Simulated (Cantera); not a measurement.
Equilibrium for boron, boron nitride and boron oxide: BCl₃ + NH₃

Feed: 1 mol BCl₃, 0.22 mol NH₃, at 38.0 mbar.

Cantera equilibrium calculation (NASA polynomials, part measured and part estimated; ideal gas, pure solids and liquids). Candidate condensed phases: B, BN, NH₄Cl; 21 gas species. The tables' values for BCl₂, BCl are old estimates; treat these amounts as uncertain. Gases not in the tables: BHCl₂. Equilibrium is a limit: real reactors are often held back by kinetics, nucleation or transport.

From 848 K to 1448 K the condensed part is BN(s). The main B-bearing gas is BCl₃ throughout.

```
T (K)  x BCl₃  x HCl      x H₂      x N₂  n BN(s)
-----  ------  -----  --------  --------  -------
848     0.542  0.458  0.000156   5.20e-5    0.220
923     0.542  0.458  0.000331  0.000110    0.220
998     0.542  0.457  0.000627  0.000209    0.219
1073    0.542  0.456   0.00109  0.000362    0.219
1148    0.543  0.455   0.00175  0.000582    0.218
1223    0.543  0.453   0.00265  0.000882    0.217
1298    0.544  0.451   0.00381   0.00127    0.216
1373    0.545  0.448   0.00525   0.00176    0.215
1448    0.546  0.444   0.00695   0.00236    0.213
```
x: gas mole fraction; n: condensed amount in mol.
